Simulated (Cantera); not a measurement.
Charge: 1 mol AlCl3, 2.8 mol N2O, 2.8 mol N2, at 1073.15 K and 140 Pa.

Method: chemical equilibrium by Gibbs-energy minimisation in Cantera with the NASA 1993 tables (ideal gas, pure condensed phases). The numbers say what is thermodynamically allowed, not how fast it happens.

```csv
species,before,after
N2,0.718,0.722
Cl2,0.186,0.192
O2,0.0833,0.0838
Cl,0.0124,0.00203
NO,3.98e-5,4.00e-5
"Al2O3(s), mol",0.500,0.500
```
Gas species are given as mole fractions.

Problem. Which change was made?
A) temperature from 1073.15 K to 1775 K
B) pressure from 140 Pa to 5400 Pa
C) temperature from 1073.15 K to 1598 K
D) temperature from 1073.15 K to 1423.15 K

Solution. B, pressure from 140 Pa to 5400 Pa
